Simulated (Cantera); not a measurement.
Feed: 1 mol Si3N4, 0.44 mol O2, 3.1 mol H2, held at 5600 Pa.

These are equilibrium values from Cantera (NASA tables, ideal gas, pure condensed phases), not measurements of a reactor. Candidate condensed phases: H2O, Si, SiO2, Si2N2O, Si3N4; 35 gas species. Mutual solubility and eutectic melting of coexisting phases are not modelled. Gases not in the tables: Si2H6 and higher silanes. Rates play no part.

log p: log10 of the partial pressure in bar; n: condensed amount in mol.

| T (°C) | log p H2 | log p N2 | log p SiO | log p H | n Si2N2O(s) | n Si3N4(s) | n Si(l) |
|---|---|---|---|---|---|---|---|
| 1102 | -1.29 | -2.32 | -8.56 | -6.11 | 0.880 | 0.413 | 0 |
| 1152 | -1.29 | -2.32 | -7.79 | -5.81 | 0.880 | 0.413 | 0 |
| 1202 | -1.29 | -2.32 | -7.07 | -5.53 | 0.880 | 0.413 | 0 |
| 1252 | -1.29 | -2.32 | -6.40 | -5.27 | 0.880 | 0.413 | 0 |
| 1302 | -1.29 | -2.32 | -5.78 | -5.03 | 0.880 | 0.413 | 0 |
| 1352 | -1.29 | -2.32 | -5.19 | -4.80 | 0.880 | 0.413 | 0 |
| 1402 | -1.29 | -2.31 | -4.64 | -4.58 | 0.879 | 0.414 | 0 |
| 1452 | -1.29 | -2.31 | ? | ? | 0.875 | 0.415 | 0 |
| 1502 | -1.30 | ? | ? | ? | 0.866 | 0.386 | ? |
| 1552 | -1.37 | -1.88 | -3.32 | -4.04 | 0.845 | 0.0954 | 0.989 |

**Question.** Fill in the missing entries.

**Answer.** 
- 1502, log p N2: -2.23
- 1502, log p SiO: -3.66
- 1502, log p H: -4.19
- 1502, n Si(l): 0.0951
- 1452, log p SiO: -4.12
- 1452, log p H: -4.38
